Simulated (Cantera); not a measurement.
Feed: 1 mol Ti(OiPr)4, 0.31 mol CH4, 47 mol H2, equilibrated at 2100 K and 1.00 bar.

Equilibrium computed with Cantera from the NASA thermochemical tables; the gas is ideal and each condensed phase is pure. Candidate condensed phases: C, C6H6, C7H8, C8H18, H2O, Ti, TiC, TiO, TiO2, Ti2O3, Ti3O5, Ti4O7; 113 gas species. The feed counts by its element totals alone. TiC: taken at fixed stoichiometry. The numbers say what is thermodynamically allowed, not how fast it happens.

Base state: H2 0.934, CO 0.0609, H 0.00301, C2H2 (acetylene) 0.00135, CH4 0.000288, CH3 1.81e-5 (mole fractions); condensed: C(graphite) + TiC(s).

Task: What changes in the equilibrium state with this change: Ti(OiPr)4 replaced by Ti?

Result: 
```
species             before    after
----------------  --------  -------
H2                   0.934    0.997
H                  0.00301  0.00311
Ti                 4.81e-9  3.47e-5
CO                  0.0609        0
C2H2 (acetylene)   0.00135    <1e-9
CH3                1.81e-5  2.77e-9
CH4               0.000288  4.55e-8
C(graphite), mol      7.11        0
TiC(s), mol           1.00    0.310
Ti(l), mol               0    0.688
```
Mutual solubility and eutectic melting of coexisting phases are not modelled. Condensed phases not in the tables: N, O or C dissolved in the metal.
